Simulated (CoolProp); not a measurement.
A simple Rankine cycle with cis-2-butene: condensing at 325.15 K, boiler at 2.91 MPa, turbine inlet 452.7 K, turbine efficiency 0.9, pump efficiency 0.8, no recuperator. Each further row changes one setting.

Values from CoolProp's reference Helmholtz-energy equation of state, Lemmon 2005. It is a short technical equation, of lower accuracy than the large ones.

```csv
case,thermal efficiency (%),net work (kJ/kg),heat in (kJ/kg),turbine exit temperature (K),volume ratio over the turbine
as stated,14.8,80.9,545,___,___
turbine inlet 472.7 K,14.8,88.0,___,405.1,___
condensing temperature 317.15 K,16.1,___,564,375.7,___
boiler pressure 2.04 MPa,12.5,___,___,400.2,4.35
turbine efficiency 0.8,13.1,71.4,545,387.8,6.66
```

Problem. Fill in the missing entries.

Solution. 
- as stated, turbine exit temperature (K): 382.7
- as stated, volume ratio over the turbine: 6.55
- turbine inlet 472.7 K, heat in (kJ/kg): 595
- turbine inlet 472.7 K, volume ratio over the turbine: 6.35
- condensing temperature 317.15 K, net work (kJ/kg): 91.1
- condensing temperature 317.15 K, volume ratio over the turbine: 8.08
- boiler pressure 2.04 MPa, net work (kJ/kg): 71.0
- boiler pressure 2.04 MPa, heat in (kJ/kg): 568
